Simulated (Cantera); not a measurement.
Feed: 1 mol c-C4F8, a varied amount of H2, equilibrated at 8.10 Pa.

Points: T (K) = 1150, 1250, 1350, 1450, 1550, 1650, 1750, 1850, 1950, 2050, 2150; n(H2) (mol) = 0.51, 0.82, 1.3, 2.1, 3.3, 5.3, 8.4, 13.

Cantera's Mixture.equilibrate('TP', solver="vcs", rtol=1e-11, max_steps=5000) on the NASA tables stopped like this:

```
ERROR: FAILURE its = 5001!

*******************************************************************************
CanteraError thrown by MultiPhase::equilibrate:
VCS solver failed. Return code: -1
*******************************************************************************
```

Problem. What got this run through?

Solution. This is not unique; one that fits is The failure is numerical, not chemical. The same input converged with solver="gibbs", rtol=1e-10, max_steps=50000, and the result passed a check of the equilibrium conditions:
```
   1150       0.51  C(gr)
   1150       0.82  C(gr)
   1150        1.3  C(gr)
   1150        2.1  C(gr)
   1150        3.3  C(gr)
   1150        5.3  C(gr)
   1150        8.4  C(gr)
   1150         13  C(gr)
   1250       0.51  C(gr)
   1250       0.82  C(gr)
   1250        1.3  C(gr)
   1250        2.1  C(gr)
   1250        3.3  C(gr)
   1250        5.3  C(gr)
   1250        8.4  C(gr)
   1250         13  C(gr)
   1350       0.51  C(gr)
   1350       0.82  C(gr)
   1350        1.3  C(gr)
   1350        2.1  C(gr)
   1350        3.3  C(gr)
   1350        5.3  C(gr)
   1350        8.4  C(gr)
   1350         13  C(gr)
   1450       0.51  C(gr)
   1450       0.82  C(gr)
   1450        1.3  C(gr)
   1450        2.1  C(gr)
   1450        3.3  C(gr)
   1450        5.3  C(gr)
   1450        8.4  C(gr)
   1450         13  C(gr)
   1550       0.51  C(gr)
   1550       0.82  C(gr)
   1550        1.3  C(gr)
   1550        2.1  C(gr)
   1550        3.3  C(gr)
   1550        5.3  C(gr)
   1550        8.4  C(gr)
   1550         13  C(gr)
   1650       0.51  C(gr)
   1650       0.82  C(gr)
   1650        1.3  C(gr)
   1650        2.1  C(gr)
   1650        3.3  C(gr)
   1650        5.3  C(gr)
   1650        8.4  C(gr)
   1650         13  C(gr)
   1750       0.51  C(gr)
   1750       0.82  C(gr)
   1750        1.3  C(gr)
   1750        2.1  C(gr)
   1750        3.3  C(gr)
   1750        5.3  C(gr)
   1750        8.4  C(gr)
   1750         13  C(gr)
   1850       0.51  C(gr)
   1850       0.82  C(gr)
   1850        1.3  C(gr)
   1850        2.1  C(gr)
   1850        3.3  C(gr)
   1850        5.3  C(gr)
   1850        8.4  C(gr)
   1850         13  C(gr)
   1950       0.51  C(gr)
   1950       0.82  C(gr)
   1950        1.3  C(gr)
   1950        2.1  C(gr)
   1950        3.3  C(gr)
   1950        5.3  C(gr)
   1950        8.4  C(gr)
   1950         13  C(gr)
   2050       0.51  C(gr)
   2050       0.82  C(gr)
   2050        1.3  C(gr)
   2050        2.1  C(gr)
   2050        3.3  C(gr)
   2050        5.3  C(gr)
   2050        8.4  C(gr)
   2050         13  C(gr)
   2150       0.51  C(gr)
   2150       0.82  C(gr)
   2150        1.3  C(gr)
   2150        2.1  C(gr)
   2150        3.3  C(gr)
   2150        5.3  C(gr)
   2150        8.4  C(gr)
   2150         13  C(gr)
```

The gas is ideal and each condensed phase is pure. The feed counts by its element totals alone.
